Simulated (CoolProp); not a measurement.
The fluid at 298.15 K and 0.184 MPa flows at 19 m/s in a round tube of 10 mm bore and 0.25 µm roughness, fully developed (64/Re and Nu = 3.66 if laminar; Colebrook and Gnielinski if turbulent). The same conditions are run with several fluids, on thermodynamics alone (safety and materials aside).

Values from CoolProp's reference Helmholtz-energy equation of state of each fluid (n-butane: Bücker 2006; oxygen: Schmidt 1985; R134a: Tillner-Roth 1994; R13: Platzer 1990; R143a: Lemmon and Jacobsen 2000). The equations of Platzer and Polt are older, rougher fits.

```json
[
 {"fluid": "n-butane", "Reynolds number": "?", "Darcy friction factor": "0.0175", "pressure drop (Pa/m)": "1450", "heat-transfer coefficient (W/(m² K))": "?", "mass flow (kg/h)": "24.6"},
 {"fluid": "oxygen", "Reynolds number": "22000", "Darcy friction factor": "?", "pressure drop (Pa/m)": "1090", "heat-transfer coefficient (W/(m² K))": "147", "mass flow (kg/h)": "12.8"},
 {"fluid": "R134a", "Reynolds number": "127000", "Darcy friction factor": "0.0173", "pressure drop (Pa/m)": "2460", "heat-transfer coefficient (W/(m² K))": "308", "mass flow (kg/h)": "?"},
 {"fluid": "R13", "Reynolds number": "?", "Darcy friction factor": "?", "pressure drop (Pa/m)": "2560", "heat-transfer coefficient (W/(m² K))": "242", "mass flow (kg/h)": "42.4"},
 {"fluid": "R143a", "Reynolds number": "?", "Darcy friction factor": "0.0178", "pressure drop (Pa/m)": "?", "heat-transfer coefficient (W/(m² K))": "294", "mass flow (kg/h)": "34.6"}
]
```

### Question
Complete the blanks.

### Answer

- n-butane, Reynolds number: 117000
- n-butane, heat-transfer coefficient (W/(m² K)): 366
- oxygen, Darcy friction factor: 0.0254
- R134a, mass flow (kg/h): 42.3
- R13, Reynolds number: 104000
- R13, Darcy friction factor: 0.0180
- R143a, Reynolds number: 110000
- R143a, pressure drop (Pa/m): 2070

Transport values come from each fluid's own correlations; those of R134a, R13, R143a are estimates that may be off by 10 % or more.
